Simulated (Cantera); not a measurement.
What does this Cantera script print?

```python
import numpy as np
import cantera as ct

gas = ct.Solution("h2o2.yaml")
gas.TPX = 1475, 1000000, {'H2': 1, 'O2': 1.39, 'N2': 5.22, 'H2O': 0.99}
reactor = ct.IdealGasReactor(gas, energy="on", clone=False)
net = ct.ReactorNet([reactor])
net.rtol, net.atol = 1e-08, 1e-16
show = ['H2', 'O2', 'H2O', 'OH', 'HO2']
times = np.geomspace(9e-06, 6, 12)

steps = ct.SolutionArray(gas, extra=["t"])
rows = []
print(f"{'t/s':>10s}{'T/K':>9s}{'P/Pa':>11s}" + "".join(f"{s:>11s}" for s in show))
for t in times:
    while net.time < t:
        t_next = net.step()
        steps.append(gas.state, t=t_next)
    rows.append([np.interp(t, steps.t, y) for y in (steps.T, steps.P, *steps(*show).X.T)])
    print(f"{t:10.3e}{rows[-1][0]:9.1f}{rows[-1][1]:11.4g}" + "".join(f"{x:11.3e}" for x in rows[-1][2:]))
rate = np.gradient(steps.T, steps.t)
print("integrator steps:", len(steps.t))
if steps.T.max() > steps.T[0] + 200:
    print(f"time of steepest temperature rise: {steps.t[rate.argmax()]:.4e} s")
gas.TPX = 1475, 1000000, {'H2': 1, 'O2': 1.39, 'N2': 5.22, 'H2O': 0.99}
gas.equilibrate("UV")
print(f"equilibrium (UV): T = {gas.T:.1f} K  " + "  ".join(f"{s} {gas[s].X[0]:.3e}" for s in show))
```

It prints:

```
       t/s      T/K       P/Pa         H2         O2        H2O         OH        HO2
 9.000e-06   2388.1  1.529e+06  6.531e-04  1.079e-01  2.410e-01  6.757e-03  1.979e-05
 3.046e-05   2388.6  1.529e+06  6.385e-04  1.079e-01  2.410e-01  6.695e-03  1.967e-05
 1.031e-04   2388.6  1.529e+06  6.385e-04  1.079e-01  2.410e-01  6.695e-03  1.967e-05
 3.488e-04   2388.6  1.529e+06  6.385e-04  1.079e-01  2.410e-01  6.695e-03  1.967e-05
 1.180e-03   2388.6  1.529e+06  6.385e-04  1.079e-01  2.410e-01  6.695e-03  1.967e-05
 3.995e-03   2388.6  1.529e+06  6.385e-04  1.079e-01  2.410e-01  6.695e-03  1.967e-05
 1.352e-02   2388.6  1.529e+06  6.385e-04  1.079e-01  2.410e-01  6.695e-03  1.967e-05
 4.575e-02   2388.6  1.529e+06  6.385e-04  1.079e-01  2.410e-01  6.695e-03  1.967e-05
 1.548e-01   2388.6  1.529e+06  6.385e-04  1.079e-01  2.410e-01  6.695e-03  1.967e-05
 5.239e-01   2388.6  1.529e+06  6.385e-04  1.079e-01  2.410e-01  6.695e-03  1.967e-05
 1.773e+00   2388.6  1.529e+06  6.385e-04  1.079e-01  2.410e-01  6.695e-03  1.967e-05
 6.000e+00   2388.6  1.529e+06  6.385e-04  1.079e-01  2.410e-01  6.695e-03  1.967e-05
integrator steps: 919
time of steepest temperature rise: 3.1521e-06 s
equilibrium (UV): T = 2388.6 K  H2 6.385e-04  O2 1.079e-01  H2O 2.410e-01  OH 6.695e-03  HO2 1.967e-05
```

Detailed kinetics in Cantera: the H2/O2 subset of GRI-Mech 3.0, which has no nitrogen chemistry. The hydrogen kinetics of GRI-Mech 3.0 are dated; newer H2 mechanisms differ, most at raised pressure.
